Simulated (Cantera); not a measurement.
Feed: 1 mol n-butane, 11 mol H₂, 17 mol N₂, held at 2498 K and 0.133 bar.

These are equilibrium values from Cantera (NASA tables, ideal gas, pure condensed phases), not measurements of a reactor. Candidate condensed phases: C, C₆H₆, C₇H₈, C₈H₁₈; 92 gas species. The numbers say what is thermodynamically allowed, not how fast it happens.

Problem. What is the equilibrium state?

Solution. 
```json
{
  "x(N₂)": "0.485",
  "x(H₂)": "0.429",
  "x(H)": "0.0447",
  "x(HCN)": "0.0322",
  "x(C₂H₂ (acetylene))": "0.00460",
  "x(HNC)": "0.00376",
  "x(CN)": "0.000193",
  "x(C₂N₂)": "3.73e-5",
  "x(C₂H)": "3.43e-5",
  "n(C(graphite))": "2.46 mol",
  "gas_amount": "33.76 mol"
}
```
